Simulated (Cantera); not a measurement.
## Catalytic stagnation flow on Pt

A jet of 3.23 % CH4, 19.6 % O2, 77.2 % N2, equivalence ratio 0.33 at 300 K and 0.247 atm hits a platinum plate 6.1 cm away at a mass flux of 0.03 kg/m²/s; the plate temperature is set and raised in steps from an oxygen-covered start.

Detailed kinetics in Cantera: Deutschmann's 1995 Pt surface mechanism with GRI-Mech 3.0 gas chemistry. Catalytic surfaces can have several steady states; this one follows from the mechanism file's or the stated starting coverage.

| plate T (K) | wall x CH4 | wall x O2 | wall x H2O | wall x OH | wall x CO | wall x CO2 | θ free Pt | θ O* | θ OH* |
|---|---|---|---|---|---|---|---|---|---|
| 950 | 0.0111 | 0.150 | 0.0395 | 8.02e-8 | 4.80e-6 | 0.0259 | 0.192 | 0.805 | 0.00212 |
| 1000 | 0.00718 | 0.142 | 0.0466 | 2.15e-7 | 4.17e-6 | 0.0306 | 0.253 | 0.745 | 0.00211 |
| 1050 | 0.00486 | 0.137 | 0.0507 | 5.12e-7 | 3.71e-6 | 0.0333 | 0.315 | 0.683 | 0.00199 |
| 1100 | 0.00287 | 0.134 | 0.0539 | 1.20e-6 | 6.89e-6 | 0.0351 | 0.378 | 0.620 | 0.00184 |
| 1150 | 0.00165 | 0.131 | 0.0563 | 2.38e-6 | 8.98e-6 | 0.0365 | 0.439 | 0.559 | 0.00167 |
x: mole fraction at the wall; θ: surface coverage.
